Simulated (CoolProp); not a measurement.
Computed with CoolProp (reference Helmholtz-energy equation of state, Setzmann 1991).

Give the vapour pressure (bar), vapour density (kg/m³), surface tension (mN/m), liquid viscosity (µPa s) of saturated methane at 122.1, 133.3, 159.4 K.


| T (K) | p (bar) | vapour density (kg/m³) | surface tension (mN/m) | liquid viscosity (µPa s) |
|---|---|---|---|---|
| 122.1 | 2.22 | 3.73 | 10.9 | 94.2 |
| 133.3 | 4.46 | 7.17 | 8.79 | 76.5 |
| 159.4 | 15.5 | 24.7 | 4.19 | 48.6 |

Viscosity comes from a separate model (Quiñones-Cisneros 2006). Surface tension comes from a separate correlation (Mulero 2012).
